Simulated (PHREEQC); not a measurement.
Consider water at 25 °C with 1.7 mmol/kgw Na2B4O7. Closed to the air; pH follows from the charge balance.

All values are PHREEQC results (ion-association model, phreeqc.dat), not measurements.

No solid was allowed to form.

**Question.** Estimate the pH, ionic strength.

**Answer.** pH 9.21; ionic strength 0.00340 mol/kgw.

**Question.** In which forms is B present?

**Answer.** H3BO3 50 %, H2BO3- 50 % of the B.

Complexes and solids missing from the database can't appear.
